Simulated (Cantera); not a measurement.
A closed system holds: 1 mol SiC, 0.015 mol N2O, 5.8 mol N2, at 101000 Pa.

Equilibrium computed with Cantera from the NASA thermochemical tables; the gas is ideal and each condensed phase is pure. Candidate condensed phases: C, Si, SiC, SiO2, Si2N2O, Si3N4; 34 gas species. Mutual solubility and eutectic melting of coexisting phases are not modelled. Kinetics and transport are ignored.

Q: At 1750 K, list the 3 most abundant gas species with their mole fractions, and the condensed phases.

A: N2 0.997, CO 0.00256, SiO 1.98e-5. Condensed: SiC(s) + Si3N4(s).
